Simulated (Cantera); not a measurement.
A closed system holds: 1 mol CS2, 9.3 mol H2, equilibrated at 648 K and 1.60 bar.

Equilibrium computed with Cantera from the NASA thermochemical tables; the gas is ideal and each condensed phase is pure. Candidate condensed phases: C, C6H6, C7H8, C8H18, S; 83 gas species. Kinetics and transport are ignored.

Base state: H2 0.639, H2S 0.241, CH4 0.120 (mole fractions); condensed: gas only.

Question: What changes in the equilibrium state with this change: H2 from 9.3 to 1.9 mol?

Answer: 
```
species           before     after
----------------  ------  --------
H2S                0.241     0.979
CS2                <1e-9    0.0171
S8                 <1e-9   0.00196
H2                 0.639  0.000505
CH4                0.120   1.11e-5
S2                 <1e-9   0.00114
C(graphite), mol       0     0.967
```
Gases not in the tables: S3 to S7.
